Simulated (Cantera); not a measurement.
Mixture: CO : H₂ : O₂ : N₂ = 1 : 0.34 : 0.479 : 1.8 (molar parts), at 760 Torr, adiabatic and at constant pressure. Ignition delay is the time to a rise of 400 K.

Computed with Cantera and GRI-Mech 3.0 (53 species, 325 reactions). Where the delays flatten at high temperature, the 400 K rule measures the pace of heat release, not the induction time.

Predict: delay at 1250 K; delay at 1350 K; delay at 1450 K; delay at 1550 K; delay at 1650 K.


```json
{
  "delay at 1250 K": "58.7 µs",
  "delay at 1350 K": "43.6 µs",
  "delay at 1450 K": "36.3 µs",
  "delay at 1550 K": "33.2 µs",
  "delay at 1650 K": "33.0 µs"
}
```
